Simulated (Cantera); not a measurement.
An adiabatic, constant-volume homogeneous reactor starts with H2 : O2 : N2 : H2O = 1 : 1 : 3.76 : 0.88 (molar parts), equivalence ratio 0.50, at 1650 K and 2.07 atm.

Detailed kinetics in Cantera: the H2/O2 subset of GRI-Mech 3.0, which has no nitrogen chemistry. The hydrogen kinetics of GRI-Mech 3.0 are dated; newer H2 mechanisms differ, most at raised pressure.

Predict: time of steepest temperature rise; temperature at 7.00 s; equilibrium temperature; x(H2) at 7.00 s; x(O2) at 7.00 s; x(H2O) at 7.00 s; x(HO2) at 7.00 s; x(OH) at 7.00 s; x(H) at 7.00 s; x(O) at 7.00 s.


* **time of steepest temperature rise**: 5.22 µs
* **temperature at 7.00 s**: 2643 K
* **equilibrium temperature**: 2643 K
* **x(H2) at 7.00 s**: 0.00667 (gas-phase equilibrium 0.00667)
* **x(O2) at 7.00 s**: 0.0766 (gas-phase equilibrium 0.0766)
* **x(H2O) at 7.00 s**: 0.284 (gas-phase equilibrium 0.284)
* **x(HO2) at 7.00 s**: 2.14e-5 (gas-phase equilibrium 2.14e-5)
* **x(OH) at 7.00 s**: 0.0217 (gas-phase equilibrium 0.0217)
* **x(H) at 7.00 s**: 0.00212 (gas-phase equilibrium 0.00212)
* **x(O) at 7.00 s**: 0.00443 (gas-phase equilibrium 0.00443)
